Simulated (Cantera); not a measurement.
Cantera with NASA thermochemical tables; ideal gases at 1 bar, condensed phases pure. Values are per mole of reaction as written; species without (g) are pure solids or liquids, kept so even where they would boil at 1 bar.

Task: Between 1100 and 1900 K, where is each reaction favourable under standard conditions?
- 2 CaF2 + O2(g) → 2 CaO + 2 F2(g)

Result: 
- 2 CaF2 + O2(g) → 2 CaO + 2 F2(g): ΔG° is 1040 kJ at 1100 K and 976 kJ at 1900 K; it stays positive (K < 1). ΔH° is 1044 kJ and ΔS° 35 J/K at 1900 K.
